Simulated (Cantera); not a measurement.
Charge: 1 mol Fe3O4, 1500 mol H2, 1.1 mol N2, held at 1452 °C and 0.133 bar.

Equilibrium computed with Cantera from the NASA thermochemical tables; the gas is ideal and each condensed phase is pure. Candidate condensed phases: Fe, FeO, Fe(OH)2, Fe(OH)3, Fe2O3, Fe3O4, H2O; 27 gas species. The numbers say what is thermodynamically allowed, not how fast it happens.

Base state: H2 0.996, H2O 0.00266, N2 0.000732, H 0.000508, Fe 7.07e-5 (mole fractions); condensed: Fe(δ).

Problem. What changes in the equilibrium state with this change: pressure from 0.133 bar to 1.33 mbar?

Solution. 
| species | before | after |
|---|---|---|
| H2 | 0.996 | 0.990 |
| H | 0.000508 | 0.00506 |
| H2O | 0.00266 | 0.00265 |
| Fe | 7.07e-5 | 0.00199 |
| N2 | 0.000732 | 0.000729 |
| Fe(δ), mol | 2.89 | 0 |
